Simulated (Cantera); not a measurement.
A Cantera script and its output.

```python
import numpy as np
import cantera as ct

gas = ct.Solution("gri30.yaml")
gas.TPX = 375, 101325, {'CH4': 1, 'C2H6': 0.11, 'O2': 1.7, 'N2': 6.41}
flame = ct.FreeFlame(gas, width=0.04)
flame.set_refine_criteria(ratio=3, slope=0.08, curve=0.16)
flame.transport_model = "mixture-averaged"
flame.solve(loglevel=0, auto=True)
z, T = flame.grid, flame.T
thick = (T[-1] - T[0]) / np.gradient(T, z).max()
show = ['CH4', 'C2H6', 'O2', 'C2H2', 'CO2', 'O']
print(f"laminar burning velocity  {flame.velocity[0] * 100:.3f} cm/s")
print(f"burnt temperature         {T[-1]:.1f} K")
print(f"thermal thickness         {thick * 1e3:.4f} mm")
print(f"grid points               {len(z)}")
z0 = z[flame.heat_release_rate.argmax()]
print(f"{'z/mm':>9s}{'T/K':>9s}{'u/(m/s)':>9s}" + "".join(f"{s:>11s}" for s in show))
rows = []
for k in (-3, -2, -1.5, -1, -0.5, -0.25, 0, 0.25, 0.5, 1, 2, 4, 8):
    zz = z0 + k * thick
    rows.append([k * thick, np.interp(zz, z, T), np.interp(zz, z, flame.velocity),
                 *(np.interp(zz, z, flame.X[gas.species_index(s)]) for s in show)])
    print(f"{rows[-1][0] * 1e3:9.3f}{rows[-1][1]:9.1f}{rows[-1][2]:9.3f}" + "".join(f"{x:11.3e}" for x in rows[-1][3:]))
```

It prints:

```
laminar burning velocity  25.694 cm/s
burnt temperature         2032.6 K
thermal thickness         0.7317 mm
grid points               143
     z/mm      T/K  u/(m/s)        CH4       C2H6         O2       C2H2        CO2          O
   -2.195    375.3    0.258  1.081e-01  1.190e-02  1.839e-01  2.903e-08  2.554e-07  1.748e-15
   -1.463    378.8    0.261  1.073e-01  1.184e-02  1.828e-01  5.179e-07  4.967e-06  1.259e-13
   -1.098    397.1    0.276  1.055e-01  1.174e-02  1.806e-01  4.584e-06  4.764e-05  2.794e-12
   -0.732    521.2    0.367  9.722e-02  1.121e-02  1.701e-01  5.652e-05  6.530e-04  5.344e-10
   -0.366   1014.8    0.735  6.565e-02  7.550e-03  1.231e-01  4.823e-04  6.082e-03  1.201e-06
   -0.183   1413.4    1.040  3.770e-02  3.375e-03  7.770e-02  1.100e-03  1.350e-02  2.075e-05
    0.000   1767.3    1.316  1.168e-02  3.343e-04  3.144e-02  2.035e-03  2.398e-02  9.746e-05
    0.183   1932.8    1.443  2.146e-03  1.035e-05  8.358e-03  1.484e-03  3.311e-02  1.036e-04
    0.366   1982.3    1.478  4.659e-04  5.244e-07  1.997e-03  7.059e-04  3.876e-02  6.213e-05
    0.732   2004.7    1.491  5.588e-05  7.159e-09  1.683e-04  1.819e-04  4.351e-02  3.313e-05
    1.463   2014.1    1.497  4.767e-06  4.320e-11  2.703e-05  2.272e-05  4.538e-02  2.088e-05
    2.927   2020.9    1.501  3.323e-07  1.719e-13  1.464e-05  1.446e-06  4.552e-02  1.193e-05
    5.854   2026.9    1.505  1.781e-08  5.136e-16  6.782e-06  5.896e-08  4.539e-02  5.540e-06
```

Model: GRI-Mech 3.0 (53 species, 325 reactions), integrated in Cantera. Burning velocities carry a grid error of a few per cent, more on coarse grids.
